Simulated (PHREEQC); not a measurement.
**City or well water: speciation**

Synthetic water in mg/L, 40 °C, pH 6.84, pe 1.7:

```tsv
constituent	mg/L
Na	27.2
K	23.5
Ca	82.7
Mg	27.7
Cl	94.3
S(6) as SO4	121
Alkalinity as HCO3	181
Zn	9.44
Br	0.322
Sr	5.58
```

Na is adjusted to close the charge balance.
Valence states are taken as typed.

Computed with PHREEQC (ion-association model, phreeqc.dat).

Precipitation was switched off in this run.

Q: Estimate the ionic strength, specific conductance.

A: ionic strength 0.0114 mol/kgw; specific conductance 1100 µS/cm.

Q: In which forms is Sr present?

A: Sr+2 88 %, SrSO4 8.1 %, SrHCO3+ 4.1 % of the Sr.

At this temperature some constants are extrapolated from 25 °C, and those without enthalpy data are left unchanged. The database's zinc carbonate complexes are estimates, stronger than later reviews accept.
